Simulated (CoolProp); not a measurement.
Chlorine along the isobar 0.278 MPa: fugacity coefficient from the reference equation and from simpler models built on Tc = 416.9 K, pc = 7.642 MPa, ω = 0.070; each cubic takes its own stable root.

Values from CoolProp's reference Helmholtz-energy equation of state, Thol 2021.

| T (K) | phase | reference |
|---|---|---|
| 241.5 | liquid | 0.3933 |
| 253.9 | liquid | 0.6433 |
| 266.2 | gas | 0.9501 |
| 278.5 | gas | 0.9570 |
| 290.8 | gas | 0.9627 |
| 303.1 | gas | 0.9675 |
| 315.4 | gas | 0.9715 |
| 327.8 | gas | 0.9748 |
| 340.1 | gas | 0.9777 |
| 352.4 | gas | 0.9801 |
| 364.7 | gas | 0.9822 |

Q: How far does each simpler model (Soave-Redlich-Kwong, Peng-Robinson) lie from the reference over these 11 states: mean and median of the absolute difference, and the worst?

A: 
- Soave-Redlich-Kwong: mean 0.6 %, median 0.2 %, worst +2.6 % at 241.5 K and 0.278 MPa
- Peng-Robinson: mean 1.1 %, median 0.2 %, worst +5.8 % at 241.5 K and 0.278 MPa
